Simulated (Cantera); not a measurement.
Cantera with NASA thermochemical tables; ideal gases at 1 bar, condensed phases pure. Values are per mole of reaction as written; species without (g) are pure solids or liquids, kept so even where they would boil at 1 bar.

3 CH2Cl2(g) + 3 Fe + 3 C = 3 FeCl2 + C6H6(g), with ΔH° = -656.4 kJ and ΔS° = -287.1 J/K at 300 K.

Q: How far is the shortcut ΔG° ≈ ΔH°(300 K) − T·ΔS°(300 K) from the full temperature-dependent value at 498, 598, 698, 798, 898, 998 K?

A: 
```tsv
T (K)	shortcut (kJ)	full (kJ)	difference (kJ)	difference in log10 K	condensed phases
498	-513.4	-516.4	3.0	-0.31	Fe(α), C(graphite), FeCl2(s)
598	-484.7	-490.9	6.2	-0.54	Fe(α), C(graphite), FeCl2(s)
698	-456.0	-466.1	10.1	-0.76	Fe(α), C(graphite), FeCl2(s)
798	-427.3	-441.9	14.7	-0.96	Fe(α), C(graphite), FeCl2(s)
898	-398.5	-418.2	19.6	-1.14	Fe(α), C(graphite), FeCl2(s)
998	-369.8	-401.2	31.4	-1.64	Fe(α), C(graphite), FeCl2(l)
```
The shortcut ignores heat capacities and the phase changes listed.
